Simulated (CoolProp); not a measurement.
Vapour-liquid equilibrium of carbon dioxide (1) + dimethyl ether (2) at -25.15 °C; x and y are mole fractions of (1).

Model: multi-fluid Helmholtz-energy mixture model, Span 1996 and Wu 2011; pair parameters Bell 2016, in CoolProp.

```
x      bubble pressure, mixture model (MPa)  bubble pressure, Raoult's law (MPa)  y, mixture model  y, Raoult's law
-----  ------------------------------------  -----------------------------------  ----------------  ---------------
0.05                                 0.1494                               0.1785               ___            0.469
0.125                                0.2304                               0.2966             0.608            0.706
0.2                                  0.3193                               0.4147             0.737            0.808
0.275                                0.4162                               0.5328             0.814            0.864
0.35                                    ___                               0.6509             0.865            0.900
0.425                                   ___                               0.7691             0.900            0.925
0.5                                  0.7537                               0.8872             0.926            0.944
0.575                                0.8801                                1.005             0.946            0.958
0.65                                  1.012                                1.123             0.961            0.969
0.725                                 1.149                                1.242             0.972            0.978
0.8                                   1.289                                1.360             0.982            0.985
0.875                                 1.432                                1.478             0.990            0.992
0.95                                  1.577                                1.596             0.996            0.997
```

Q: Some entries are withheld; supply them.

A: 
- 0.05, y, mixture model: 0.356
- 0.35, bubble pressure, mixture model (MPa): 0.5211
- 0.425, bubble pressure, mixture model (MPa): 0.6337

The largest gap from Raoult's law is -23.0 % in bubble pressure, at x = 0.2. No azeotrope shows between x = 0.05 and 0.95.

Pair parameters are fitted to limited data, so mixtures are less certain than the pure fluids.
